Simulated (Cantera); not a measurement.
A Cantera script and its output.

```python
import numpy as np
import cantera as ct

gas = ct.Solution("gri30.yaml")
gas.TPX = 1673, 101325, {'CH4': 1, 'O2': 6.45, 'N2': 24.3, 'C2H6': 0.1}
reactor = ct.IdealGasConstPressureReactor(gas, energy="on", clone=False)
net = ct.ReactorNet([reactor])
net.rtol, net.atol = 1e-08, 1e-16
show = ['CH4', 'O2', 'NO2', 'CO2', 'NO']
times = np.geomspace(9e-06, 6, 14)

steps = ct.SolutionArray(gas, extra=["t"])
rows = []
print(f"{'t/s':>10s}{'T/K':>9s}{'P/Pa':>11s}" + "".join(f"{s:>11s}" for s in show))
for t in times:
    while net.time < t:
        t_next = net.step()
        steps.append(gas.state, t=t_next)
    rows.append([np.interp(t, steps.t, y) for y in (steps.T, steps.P, *steps(*show).X.T)])
    print(f"{t:10.3e}{rows[-1][0]:9.1f}{rows[-1][1]:11.4g}" + "".join(f"{x:11.3e}" for x in rows[-1][2:]))
rate = np.gradient(steps.T, steps.t)
print("integrator steps:", len(steps.t))
if steps.T.max() > steps.T[0] + 200:
    print(f"time of steepest temperature rise: {steps.t[rate.argmax()]:.4e} s")
gas.TPX = 1673, 101325, {'CH4': 1, 'O2': 6.45, 'N2': 24.3, 'C2H6': 0.1}
gas.equilibrate("HP")
print(f"equilibrium (HP): T = {gas.T:.1f} K  " + "  ".join(f"{s} {gas[s].X[0]:.3e}" for s in show))
```

Output:

```
       t/s      T/K       P/Pa        CH4         O2        NO2        CO2         NO
 9.000e-06   1671.1  1.013e+05  3.133e-02  2.024e-01  6.611e-16  3.659e-07  2.063e-12
 2.525e-05   1671.1  1.013e+05  3.038e-02  2.015e-01  2.021e-13  1.701e-05  4.658e-11
 7.083e-05   2060.7  1.013e+05  2.793e-04  1.394e-01  3.769e-10  5.243e-03  7.591e-07
 1.987e-04   2236.8  1.013e+05  2.057e-19  1.233e-01  2.749e-08  3.042e-02  5.838e-05
 5.575e-04   2352.6  1.013e+05  4.973e-20  1.254e-01  1.578e-07  3.441e-02  2.229e-04
 1.564e-03   2380.2  1.013e+05  6.395e-20  1.258e-01  4.300e-07  3.553e-02  5.465e-04
 4.387e-03   2379.2  1.013e+05  2.603e-20  1.255e-01  1.075e-06  3.556e-02  1.363e-03
 1.231e-02   2375.5  1.013e+05  2.489e-20  1.245e-01  2.709e-06  3.559e-02  3.435e-03
 3.453e-02   2368.1  1.013e+05  2.269e-20  1.225e-01  6.024e-06  3.566e-02  7.631e-03
 9.687e-02   2360.2  1.013e+05  2.053e-20  1.203e-01  9.506e-06  3.573e-02  1.204e-02
 2.718e-01   2358.3  1.013e+05  2.005e-20  1.198e-01  1.032e-05  3.575e-02  1.307e-02
 7.624e-01   2358.3  1.013e+05  2.004e-20  1.198e-01  1.033e-05  3.575e-02  1.308e-02
 2.139e+00   2358.3  1.013e+05  2.004e-20  1.198e-01  1.033e-05  3.575e-02  1.308e-02
 6.000e+00   2358.3  1.013e+05  2.004e-20  1.198e-01  1.033e-05  3.575e-02  1.308e-02
integrator steps: 1538
time of steepest temperature rise: 6.7410e-05 s
equilibrium (HP): T = 2358.3 K  CH4 3.084e-20  O2 1.198e-01  NO2 1.033e-05  CO2 3.575e-02  NO 1.308e-02
```

Detailed kinetics in Cantera: GRI-Mech 3.0 (53 species, 325 reactions).
